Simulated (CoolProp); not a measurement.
Vapour-liquid equilibrium of neopentane (1) + n-pentane (2) at -2.55 °C; x and y are mole fractions of (1).

The numbers come from the multi-fluid Helmholtz-energy mixture model, Lemmon 2006 and Thol 2019; pair parameters Bell 2016 in CoolProp.

```json
[
 {"x": "0.05", "bubble pressure (MPa)": "0.02397", "y at the bubble point": "0.137", "dew pressure at overall composition x (MPa)": "___", "liquid density (mol/L)": "8.955"},
 {"x": "0.2", "bubble pressure (MPa)": "___", "y at the bubble point": "0.426", "dew pressure at overall composition x (MPa)": "0.02516", "liquid density (mol/L)": "8.880"},
 {"x": "0.35", "bubble pressure (MPa)": "0.03701", "y at the bubble point": "0.612", "dew pressure at overall composition x (MPa)": "0.02850", "liquid density (mol/L)": "8.807"},
 {"x": "0.5", "bubble pressure (MPa)": "___", "y at the bubble point": "0.742", "dew pressure at overall composition x (MPa)": "0.03284", "liquid density (mol/L)": "8.735"},
 {"x": "0.65", "bubble pressure (MPa)": "0.04961", "y at the bubble point": "0.840", "dew pressure at overall composition x (MPa)": "0.03867", "liquid density (mol/L)": "8.665"},
 {"x": "0.8", "bubble pressure (MPa)": "0.05583", "y at the bubble point": "0.917", "dew pressure at overall composition x (MPa)": "0.04686", "liquid density (mol/L)": "8.596"},
 {"x": "0.95", "bubble pressure (MPa)": "0.06205", "y at the bubble point": "0.981", "dew pressure at overall composition x (MPa)": "0.05888", "liquid density (mol/L)": "___"}
]
```

Task: Fill in the missing entries.

Result: 
- 0.05, dew pressure at overall composition x (MPa): 0.02251
- 0.2, bubble pressure (MPa): 0.03056
- 0.5, bubble pressure (MPa): 0.04336
- 0.95, liquid density (mol/L): 8.528

No azeotrope shows between x = 0.05 and 0.95.

The pair parameters rest on a limited set of measurements; away from them the model extrapolates.
